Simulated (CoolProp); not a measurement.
Properties of n-dodecane along the isotherm 620 K.

The numbers come from the reference Helmholtz-energy equation of state, Lemmon 2004 in CoolProp. It is a short technical equation, of lower accuracy than the large ones.

```tsv
p (bar)	phase	cv (kJ/(kg K))	expansivity (1/kK)
3.41	gas	2.880	2.355
6.82	gas	2.908	3.774
10.2	gas	2.953	7.910
13.6	liquid	2.986	5.002
17	liquid	2.982	4.412
20.4	liquid	2.978	3.992
23.9	liquid	2.976	3.665
27.3	liquid	2.973	3.414
```
